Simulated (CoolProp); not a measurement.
R227EA at 465.73 K and 3.76 MPa flows at 9.2 m/s in a round tube of 6 mm bore and 1.5 µm roughness, fully developed (64/Re and Nu = 3.66 if laminar; Colebrook and Gnielinski if turbulent). Each further row changes one setting.

Computed with CoolProp (reference Helmholtz-energy equation of state, Lemmon 2016).

```json
[
 {"case": "as stated", "Reynolds number": "…", "Darcy friction factor": "…", "pressure drop (Pa/m)": "23000", "heat-transfer coefficient (W/(m² K))": "…", "mass flow (kg/h)": "194"},
 {"case": "velocity 18.4 m/s", "Reynolds number": "1090000", "Darcy friction factor": "0.0151", "pressure drop (Pa/m)": "…", "heat-transfer coefficient (W/(m² K))": "9040", "mass flow (kg/h)": "…"},
 {"case": "diameter 12 mm", "Reynolds number": "1090000", "Darcy friction factor": "0.0137", "pressure drop (Pa/m)": "…", "heat-transfer coefficient (W/(m² K))": "4070", "mass flow (kg/h)": "776"}
]
```

Task: What belongs in the gaps?

Result: 
- as stated, Reynolds number: 544000
- as stated, Darcy friction factor: 0.0158
- as stated, heat-transfer coefficient (W/(m² K)): 4710
- velocity 18.4 m/s, pressure drop (Pa/m): 88400
- velocity 18.4 m/s, mass flow (kg/h): 388
- diameter 12 mm, pressure drop (Pa/m): 10000

Viscosity comes from a separate model (Huber 2003), an estimate that may be off by 10 % or more. Thermal conductivity comes from a separate model (Huber 2003), an estimate that may be off by 10 % or more.
